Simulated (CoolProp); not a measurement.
The numbers come from the reference Helmholtz-energy equation of state, Guder 2009 in CoolProp.

Task: Give the vapour pressure (MPa), enthalpy of vaporisation (kJ/kg), surface tension (mN/m), liquid viscosity (µPa s) of saturated sulfur hexafluoride at 240.8, 270.1, 289.7 K.

Result: 
```csv
T (K),p (MPa),enthalpy of vaporisation (kJ/kg),surface tension (mN/m),liquid viscosity (µPa s)
240.8,0.453,103,8.95,316
270.1,1.15,86.1,4.90,195
289.7,1.93,70.4,2.53,137
```

Viscosity comes from a separate model (Quiñones-Cisneros 2012). Surface tension comes from a separate correlation (Mulero 2012).
